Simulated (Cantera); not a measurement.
A perfectly stirred reactor is fed with CH4 : C2H6 : C3H8 : O2 : N2 : CO2 = 1 : 0.83 : 0.67 : 13.5 : 83.9 : 25 (molar parts), at 10.0 bar; it is adiabatic with a 675 K inlet, and is followed from long to short residence time, starting on the burning branch (τ in s: 0.06, 0.03, 0.015, 0.0076, 0.0038, 0.0019, 0.00098, 0.00049, 0.00025, 0.00013, 6.3e-05, 3.2e-05, 1.6e-05).

Computed with Cantera and GRI-Mech 3.0 (53 species, 325 reactions).

**Question.** What does this change do: N2 83.9 to 130 parts?

**Answer.** 
```
quantity                                                                      before                               after
------------------------------------------------  ----------------------------------  ----------------------------------
blow-out, bracketed by the residence times tried  burning at 15.0 ms, out at 7.60 ms  burning at 60.0 ms, out at 30.0 ms
x(CH4) at τ = 60.0 ms                                                        4.66e-5                            0.000384
x(C2H6) at τ = 60.0 ms                                                       8.34e-6                             7.74e-5
x(C3H8) at τ = 60.0 ms                                                       7.05e-6                             6.31e-5
x(H2) at τ = 60.0 ms                                                         3.64e-5                            0.000179
x(CH2) at τ = 60.0 ms                                                        1.38e-9                            2.23e-10
x(CH4) at τ = 0.980 ms                                                       0.00801                             0.00585
x(C2H6) at τ = 0.980 ms                                                      0.00665                             0.00485
x(C3H8) at τ = 0.980 ms                                                      0.00536                             0.00392
x(H2) at τ = 0.980 ms                                                         <1e-12                              <1e-12
x(CH2) at τ = 0.980 ms                                                        <1e-12                              <1e-12
```
